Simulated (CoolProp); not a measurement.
Vapour-liquid equilibrium of n-octane (1) + ethylbenzene (2) at 0.67 MPa; x and y are mole fractions of (1).

The numbers come from the multi-fluid Helmholtz-energy mixture model, Beckmüller 2019 and Zhou 2012; pair parameters Bell 2016 in CoolProp.

| x | bubble temperature, mixture model (°C) | bubble temperature, Raoult's law (°C) | y, mixture model | y, Raoult's law |
|---|---|---|---|---|
| 0.05 | 222.8 | 223.3 | 0.067 | 0.062 |
| 0.2 | 219.5 | 221.1 | 0.246 | 0.240 |
| 0.35 | 216.8 | 219.0 | 0.403 | 0.406 |
| 0.5 | 214.7 | 216.9 | 0.546 | 0.559 |
| 0.65 | 213.1 | 215.0 | 0.683 | 0.702 |
| 0.8 | 211.8 | 213.1 | 0.817 | 0.835 |
| 0.95 | 210.9 | 211.2 | 0.953 | 0.960 |

The largest gap from Raoult's law is -2.2 K in bubble temperature, at x = 0.5. No azeotrope shows between x = 0.05 and 0.95.

Pair parameters are fitted to limited data, so mixtures are less certain than the pure fluids.
